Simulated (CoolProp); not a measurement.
Vapour-liquid equilibrium of R113 (1) + acetone (2) at 1.05 bar; x and y are mole fractions of (1).

Computed with CoolProp (multi-fluid Helmholtz-energy mixture model, Marx 1992 and Lemmon 2006; pair parameters Bell 2016).

### Question
Give the bubble temperature and the first vapour's composition at x = 0.2, 0.5, 0.65. Is there an azeotrope?

### Answer
x = 0.2: 322.5 K, y = 0.361; x = 0.5: 318.8 K, y = 0.578; x = 0.65: 318.3 K, y = 0.658. y crosses x between x = 0.65 and 0.8: the model has an azeotrope there.

Pair parameters are fitted to limited data, so mixtures are less certain than the pure fluids.
